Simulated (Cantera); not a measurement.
Input: 1 mol Si, 5.3 mol NF3, 0.21 mol H2, at 1698.15 K and 0.170 bar.

Equilibrium computed with Cantera from the NASA thermochemical tables; the gas is ideal and each condensed phase is pure. Candidate condensed phases: Si, Si3N4; 37 gas species. Kinetics and transport are ignored.

Base state: F 0.735, N2 0.171, SiF4 0.0645, HF 0.0271, F2 0.00258 (mole fractions); condensed: gas only.

Question: What changes in the equilibrium state with this change: temperature from 1698.15 K to 1050 K?

Answer: 
| species | before | after |
|---|---|---|
| F2 | 0.00258 | 0.392 |
| F | 0.735 | 0.239 |
| N2 | 0.171 | 0.237 |
| SiF4 | 0.0645 | 0.0902 |
| HF | 0.0271 | 0.0379 |
| NF3 | 7.18e-9 | 0.00396 |
